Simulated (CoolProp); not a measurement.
Vapour-liquid equilibrium of acetone (1) + n-decane (2) at 0.0908 MPa; x and y are mole fractions of (1).

Values from CoolProp's multi-fluid Helmholtz-energy mixture model, Lemmon 2006 and Lemmon 2006; pair parameters Bell 2016.

Question: Give the bubble temperature and the first vapour's composition at x = 0.125, 0.2, 0.95. Is there an azeotrope?

Answer: x = 0.125: 372.7 K, y = 0.903; x = 0.2: 355.1 K, y = 0.957; x = 0.95: 327.4 K, y = 0.997. No azeotrope shows between x = 0.05 and 0.95.

Pair parameters are fitted to limited data, so mixtures are less certain than the pure fluids. With so large a gap from Raoult's law the liquid may split in two, which this calculation doesn't test in full.
